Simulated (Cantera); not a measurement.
An adiabatic, constant-volume homogeneous reactor starts with CO : H2 : CH4 : O2 : N2 = 1 : 0.81 : 0.25 : 0.878 : 3.3 (molar parts), equivalence ratio 1.6, at 1823 K and 1.30 bar. Integrator tolerance rtol = 1e-08.

Model: GRI-Mech 3.0 (53 species, 325 reactions), integrated in Cantera. Above 3000 K some thermodynamic fits are extrapolated.

What does this change do: pressure from 1.30 bar to 1.40 bar?


```json
[
 {"quantity": "time of steepest temperature rise", "before": "10.7 µs", "after": "9.99 µs"},
 {"quantity": "temperature at 10.0 s", "before": "3051 K", "after": "3059 K"},
 {"quantity": "equilibrium temperature", "before": "3051 K", "after": "3059 K"},
 {"quantity": "x(CO) at 10.0 s", "before": "0.151 (gas-phase equilibrium 0.151)", "after": "0.151 (gas-phase equilibrium 0.151)"},
 {"quantity": "x(H2) at 10.0 s", "before": "0.0522 (gas-phase equilibrium 0.0522)", "after": "0.0522 (gas-phase equilibrium 0.0522)"},
 {"quantity": "x(CH4) at 10.0 s", "before": "<1e-12 (gas-phase equilibrium <1e-12)", "after": "<1e-12 (gas-phase equilibrium <1e-12)"},
 {"quantity": "x(HCO) at 10.0 s", "before": "6.82e-7 (gas-phase equilibrium 6.82e-7)", "after": "7.20e-7 (gas-phase equilibrium 7.20e-7)"},
 {"quantity": "x(CH2O) at 10.0 s", "before": "6.90e-9 (gas-phase equilibrium 6.90e-9)", "after": "7.43e-9 (gas-phase equilibrium 7.43e-9)"},
 {"quantity": "x(CH2CO) at 10.0 s", "before": "<1e-12 (gas-phase equilibrium <1e-12)", "after": "<1e-12 (gas-phase equilibrium <1e-12)"}
]
```

What does this change do: initial temperature 1823 to 1750 K?


```csv
quantity,before,after
time of steepest temperature rise,10.7 µs,13.2 µs
temperature at 10.0 s,3051 K,3035 K
equilibrium temperature,3051 K,3035 K
x(CO) at 10.0 s,0.151 (gas-phase equilibrium 0.151),0.151 (gas-phase equilibrium 0.151)
x(H2) at 10.0 s,0.0522 (gas-phase equilibrium 0.0522),0.0516 (gas-phase equilibrium 0.0516)
x(CH4) at 10.0 s,<1e-12 (gas-phase equilibrium <1e-12),<1e-12 (gas-phase equilibrium <1e-12)
x(HCO) at 10.0 s,6.82e-7 (gas-phase equilibrium 6.82e-7),6.64e-7 (gas-phase equilibrium 6.64e-7)
x(CH2O) at 10.0 s,6.90e-9 (gas-phase equilibrium 6.90e-9),6.99e-9 (gas-phase equilibrium 6.99e-9)
x(CH2CO) at 10.0 s,<1e-12 (gas-phase equilibrium <1e-12),<1e-12 (gas-phase equilibrium <1e-12)
```
